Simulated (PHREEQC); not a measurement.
Make-up at 20 °C: 0.0057 mol/kgw CdCl2, 0.26 mol/kgw ZnCl2 and 0.013 mol/kgw Na2SO4. Closed to the air; pH follows from the charge balance.

Computed with PHREEQC (ion-association model, phreeqc.dat).

This is a speciation only: nothing precipitates in the calculation.

### Question
Order these Cd species by the share of Cd that they hold, largest first: CdCl3-, CdCl2, Cd+2, CdSO4, CdCl+.

### Answer
CdCl+ (49 %), CdCl2 (37 %), CdCl3- (9.7 %), Cd+2 (4.3 %), CdSO4 (0.31 %)

### Question
Order these S species by the share of S that they hold, largest first: NaSO4-, SO4-2, ZnSO4, Zn(SO4)2-2, CdSO4.

### Answer
ZnSO4 (56 %), SO4-2 (40 %), Zn(SO4)2-2 (3.3 %), NaSO4- (0.98 %), CdSO4 (0.14 %)

The pH is 4.80 and the ionic strength 0.683 mol/kgw.
